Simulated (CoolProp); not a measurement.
Vapour-liquid equilibrium of cyclohexane (1) + benzene (2) at 300.1 K; x and y are mole fractions of (1).

Model: multi-fluid Helmholtz-energy mixture model, Zhou 2014 and Thol 2012; pair parameters Bell 2016, in CoolProp.

| x | bubble pressure, mixture model (kPa) | bubble pressure, Raoult's law (kPa) | y, mixture model | y, Raoult's law |
|---|---|---|---|---|
| 0.05 | … | 13.90 | … | 0.051 |
| 0.15 | 15.05 | 13.93 | 0.205 | 0.153 |
| 0.25 | 15.49 | 13.96 | 0.302 | 0.254 |
| 0.35 | 15.75 | 13.99 | … | 0.355 |
| 0.45 | 15.87 | 14.03 | 0.461 | 0.456 |
| 0.55 | … | 14.06 | 0.537 | 0.556 |
| 0.65 | … | 14.09 | 0.617 | 0.655 |
| 0.75 | 15.49 | 14.12 | 0.705 | 0.754 |
| 0.85 | 15.10 | 14.16 | … | 0.853 |
| 0.95 | 14.55 | 14.19 | … | 0.951 |

Q: Fill in the missing entries.

A: 
- 0.05, bubble pressure, mixture model (kPa): 14.36
- 0.05, y, mixture model: 0.080
- 0.35, y, mixture model: 0.385
- 0.55, bubble pressure, mixture model (kPa): 15.86
- 0.65, bubble pressure, mixture model (kPa): 15.74
- 0.85, y, mixture model: 0.807
- 0.95, y, mixture model: 0.929

The largest gap from Raoult's law is +13.1 % in bubble pressure, at x = 0.45. y crosses x between x = 0.45 and 0.55: the model has an azeotrope there.

Pair parameters are fitted to limited data, so mixtures are less certain than the pure fluids.
